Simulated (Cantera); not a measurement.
**Thermodynamics of chlorosilane synthesis and conversion, feed SiCl4 + HCl + H2**

Input: 1 mol SiCl4, 3.5 mol HCl, 14 mol H2, held at 1.00 bar.

These are equilibrium values from Cantera (NASA tables, ideal gas, pure condensed phases), not measurements of a reactor. Candidate condensed phases: Si; 19 gas species. The tables' values for SiCl3 are old estimates; treat these amounts as uncertain. The numbers say what is thermodynamically allowed, not how fast it happens.

From 525 K to 1350 K nothing is condensed. The main Si-bearing gas is SiCl4 throughout.

```csv
T (K),log p H2,log p HCl,log p SiCl4,log p SiHCl3,log p SiCl3
525,-0.12,-0.72,-1.27,-6.11,<-12
600,-0.12,-0.72,-1.27,-5.23,-10.66
675,-0.12,-0.72,-1.27,-4.55,-8.95
750,-0.12,-0.72,-1.27,-4.01,-7.58
825,-0.12,-0.72,-1.27,-3.58,-6.46
900,-0.12,-0.72,-1.27,-3.22,-5.54
975,-0.12,-0.72,-1.28,-2.92,-4.76
1050,-0.12,-0.72,-1.29,-2.67,-4.11
1125,-0.12,-0.71,-1.30,-2.47,-3.55
1200,-0.12,-0.71,-1.32,-2.30,-3.07
1275,-0.13,-0.70,-1.35,-2.17,-2.67
1350,-0.13,-0.69,-1.41,-2.10,-2.35
```
log p: log10 of the partial pressure in bar; nothing condenses.
